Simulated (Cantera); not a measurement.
An isothermal, constant-pressure homogeneous reactor starts with 41.7 % CH4, 58.3 % H2, at 1725 K and 0.0217 atm.

Computed with Cantera and GRI-Mech 3.0 (53 species, 325 reactions). GRI-Mech 3.0 stops at C3 and has no aromatics, soot or wall deposition, so with more carbon than oxygen in the feed, carbon stays in small species such as C2H2 where larger ones or solid carbon would form. Radical loss at walls, strong at low pressure, is not modelled.

Problem. Predict: x(CH4) at 10.0 s; x(H2) at 10.0 s; x(C2H6) at 10.0 s; x(C2H4) at 10.0 s; x(C2H) at 10.0 s.

Solution. 
```json
{
  "x(CH4) at 10.0 s": "0.00103 (gas-phase equilibrium 0.000683)",
  "x(H2) at 10.0 s": "0.851 (gas-phase equilibrium 0.851)",
  "x(C2H6) at 10.0 s": "7.17e-9 (gas-phase equilibrium 4.01e-9)",
  "x(C2H4) at 10.0 s": "0.000110 (gas-phase equilibrium 0.000110)",
  "x(C2H) at 10.0 s": "1.26e-6 (gas-phase equilibrium 1.26e-6)"
}
```
